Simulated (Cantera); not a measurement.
**Equilibrium for silicon epitaxy and polysilicon growth: SiH2Cl2 + N2**

Input: 1 mol SiH2Cl2, 6.2 mol N2, equilibrated at 6.00 mbar.

Equilibrium computed with Cantera from the NASA thermochemical tables; the gas is ideal and each condensed phase is pure. Candidate condensed phases: NH4Cl, Si, Si3N4; 28 gas species. N2 is the only nitrogen source here; it is nearly inert below about 1500 K, so the nitride shown seldom forms there in practice. The tables' values for SiCl3 are old estimates; treat these amounts as uncertain. Rates play no part.

```tsv
T (K)	x N2	x HCl	x H2	x SiCl2	x SiCl4	x SiCl3	n Si3N4(s)
948	0.757	0.167	0.0504	3.83e-7	0.0251	1.69e-5	0.271
998	0.757	0.171	0.0484	2.26e-6	0.0241	4.71e-5	0.273
1048	0.756	0.174	0.0467	1.12e-5	0.0232	0.000119	0.275
1098	0.755	0.177	0.0452	4.77e-5	0.0223	0.000275	0.277
1148	0.754	0.179	0.0439	0.000178	0.0214	0.000587	0.278
1198	0.754	0.181	0.0429	0.000590	0.0202	0.00116	0.278
1248	0.753	0.182	0.0423	0.00174	0.0186	0.00212	0.277
1298	0.752	0.181	0.0424	0.00457	0.0162	0.00352	0.272
1348	0.751	0.177	0.0436	0.0105	0.0126	0.00513	0.262
1398	0.749	0.169	0.0466	0.0206	0.00822	0.00629	0.244
1448	0.748	0.155	0.0521	0.0339	0.00430	0.00630	0.219
1498	0.748	0.138	0.0596	0.0478	0.00186	0.00527	0.190
1548	0.748	0.118	0.0681	0.0606	0.000715	0.00394	0.162
```
x: gas mole fraction; n: condensed amount in mol.

From 948 K to 1548 K the condensed part is Si3N4(s). The main Si-bearing gas is SiCl4 at 948 K and SiCl2 at 1548 K. The share of Si in condensed phases is highest at 1198 K (83.5 %) and lowest at 1548 K (48.7 %).
